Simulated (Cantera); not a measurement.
A perfectly stirred reactor is fed with 47.6 % CH4, 52.4 % H2O, at 0.730 bar; it is held at 2148 K, and followed from long to short residence time.

Detailed kinetics in Cantera: GRI-Mech 3.0 (53 species, 325 reactions).

### Question
Predict: x(CH4) at τ = 6.90 s; x(H2O) at τ = 6.90 s; x(CH3) at τ = 6.90 s; x(H2) at τ = 6.90 s; x(C2H4) at τ = 6.90 s; x(CH4) at τ = 39.0 ms; x(H2O) at τ = 39.0 ms; x(CH3) at τ = 39.0 ms; x(H2) at τ = 39.0 ms; x(C2H4) at τ = 39.0 ms.

### Answer
```
Quantity                  Result
----------------------  --------
x(CH4) at τ = 6.90 s    0.000447
x(H2O) at τ = 6.90 s      0.0238
x(CH3) at τ = 6.90 s     4.91e-5
x(H2) at τ = 6.90 s        0.729
x(C2H4) at τ = 6.90 s    4.79e-7
x(CH4) at τ = 39.0 ms    0.00858
x(H2O) at τ = 39.0 ms     0.0821
x(CH3) at τ = 39.0 ms   0.000939
x(H2) at τ = 39.0 ms       0.679
x(C2H4) at τ = 39.0 ms   6.56e-5
```
